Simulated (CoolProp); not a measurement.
Vapour-liquid equilibrium of acetone (1) + n-nonane (2) at 127.05 °C; x and y are mole fractions of (1).

Values from CoolProp's multi-fluid Helmholtz-energy mixture model, Lemmon 2006 and Lemmon 2006; pair parameters Bell 2016.

Give the bubble pressure and the first vapour's composition at x = 0.35, 0.5, 0.65. Is there an azeotrope?

x = 0.35: 0.4049 MPa, y = 0.886; x = 0.5: 0.4753 MPa, y = 0.910; x = 0.65: 0.5351 MPa, y = 0.931. No azeotrope shows between x = 0.05 and 0.95.

Pair parameters are fitted to limited data, so mixtures are less certain than the pure fluids. With so large a gap from Raoult's law the liquid may split in two, which this calculation doesn't test in full.
